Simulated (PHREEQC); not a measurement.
Dissolve 0.027 mol/kgw CuCl2, 0.011 mol/kgw H2SO4 and 9.5e-05 mol/kgw H3BO3 at 82 °C. Closed to the air; pH follows from the charge balance.

Equilibrium calculation in PHREEQC: ion-association model, phreeqc.dat.

This is a speciation only: nothing precipitates in the calculation.

Q: Order these S species by the share of S that they hold, largest first: HSO4-, CuSO4, SO4-2.

A: HSO4- (60 %), SO4-2 (24 %), CuSO4 (16 %)

Q: Order these Cl species by the share of Cl that they hold, largest first: Cl-, CuCl+, CuCl2.

A: Cl- (84 %), CuCl+ (15 %), CuCl2 (0.72 %)

The pH is 1.90 and the ionic strength 0.0765 mol/kgw. Complexes and solids missing from the database can't appear. Away from 25 °C the constants follow the database's enthalpies or fits; those with neither stay at their 25 °C values.
